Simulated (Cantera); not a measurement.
A closed system holds: 1 mol Si3N4, 1.4 mol HF, 0.51 mol H2, equilibrated at 1425 K and 100000 Pa.

Method: chemical equilibrium by Gibbs-energy minimisation in Cantera with the NASA 1993 tables (ideal gas, pure condensed phases). Candidate condensed phases: Si, Si3N4; 37 gas species. The tables' values for SiF3, SiF2 are old estimates; treat these amounts as uncertain. The numbers say what is thermodynamically allowed, not how fast it happens.

Base state: H2 0.668, SiF4 0.187, N2 0.131, SiHF3 0.00616, HF 0.00563, SiF3 0.00305, SiH2F2 9.41e-5, SiF2 3.26e-5 (mole fractions); condensed: Si3N4(s).

Q: What changes in the equilibrium state with this change: temperature from 1425 K to 1325 K?

A: 
| species | before | after |
|---|---|---|
| H2 | 0.668 | 0.671 |
| SiF4 | 0.187 | 0.190 |
| N2 | 0.131 | 0.130 |
| SiHF3 | 0.00616 | 0.00406 |
| SiF2 | 3.26e-5 | 3.90e-6 |
| SiF3 | 0.00305 | 0.000961 |
| SiH2F2 | 9.41e-5 | 4.10e-5 |
| Si3N4(s), mol | 0.883 | 0.883 |
The tables' values for SiF3 are old estimates; treat these amounts as uncertain.

Q: What changes in the equilibrium state with this change: temperature from 1425 K to 825 K?

A: 
```csv
species,before,after
H2,0.668,0.674
SiF4,0.187,0.195
N2,0.131,0.130
SiHF3,0.00616,9.32e-5
SiF3,0.00305,3.55e-8
SiF2,3.26e-5,<1e-9
SiH2F2,9.41e-5,2.60e-8
"Si3N4(s), mol",0.883,0.883
```
